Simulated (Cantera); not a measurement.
## Thermodynamics of abatement and gas-phase synthesis, feed HBr + O2

Input: 1 mol HBr, 0.044 mol O2, equilibrated at 10000 Pa.

Cantera equilibrium calculation (NASA polynomials, part measured and part estimated; ideal gas, pure solids and liquids). Candidate condensed phases: Br2, H2O; 12 gas species. Kinetics and transport are ignored.

From 2398 K to 2998 K nothing is condensed.

```json
[
 {"T (K)": "2398", "x Br": "0.458", "x HBr": "0.302", "x H": "0.0195", "x H2": "0.154", "x H2O": "0.0652", "x OH": "0.00152", "x O": "0.000129"},
 {"T (K)": "2448", "x Br": "0.475", "x HBr": "0.273", "x H": "0.0252", "x H2": "0.161", "x H2O": "0.0637", "x OH": "0.00195", "x O": "0.000203"},
 {"T (K)": "2498", "x Br": "0.491", "x HBr": "0.245", "x H": "0.0322", "x H2": "0.166", "x H2O": "0.0620", "x OH": "0.00247", "x O": "0.000315"},
 {"T (K)": "2548", "x Br": "0.505", "x HBr": "0.220", "x H": "0.0404", "x H2": "0.171", "x H2O": "0.0601", "x OH": "0.00311", "x O": "0.000481"},
 {"T (K)": "2598", "x Br": "0.516", "x HBr": "0.197", "x H": "0.0502", "x H2": "0.174", "x H2O": "0.0580", "x OH": "0.00387", "x O": "0.000725"},
 {"T (K)": "2648", "x Br": "0.527", "x HBr": "0.175", "x H": "0.0615", "x H2": "0.175", "x H2O": "0.0557", "x OH": "0.00476", "x O": "0.00108"},
 {"T (K)": "2698", "x Br": "0.535", "x HBr": "0.156", "x H": "0.0745", "x H2": "0.174", "x H2O": "0.0530", "x OH": "0.00579", "x O": "0.00158"},
 {"T (K)": "2748", "x Br": "0.541", "x HBr": "0.138", "x H": "0.0892", "x H2": "0.173", "x H2O": "0.0500", "x OH": "0.00693", "x O": "0.00227"},
 {"T (K)": "2798", "x Br": "0.545", "x HBr": "0.121", "x H": "0.106", "x H2": "0.169", "x H2O": "0.0466", "x OH": "0.00817", "x O": "0.00321"},
 {"T (K)": "2848", "x Br": "0.548", "x HBr": "0.107", "x H": "0.124", "x H2": "0.164", "x H2O": "0.0428", "x OH": "0.00945", "x O": "0.00445"},
 {"T (K)": "2898", "x Br": "0.548", "x HBr": "0.0934", "x H": "0.144", "x H2": "0.158", "x H2O": "0.0386", "x OH": "0.0107", "x O": "0.00603"},
 {"T (K)": "2948", "x Br": "0.547", "x HBr": "0.0814", "x H": "0.165", "x H2": "0.151", "x H2O": "0.0341", "x OH": "0.0119", "x O": "0.00798"},
 {"T (K)": "2998", "x Br": "0.545", "x HBr": "0.0707", "x H": "0.188", "x H2": "0.143", "x H2O": "0.0294", "x OH": "0.0128", "x O": "0.0103"}
]
```
x: gas mole fraction; nothing condenses.
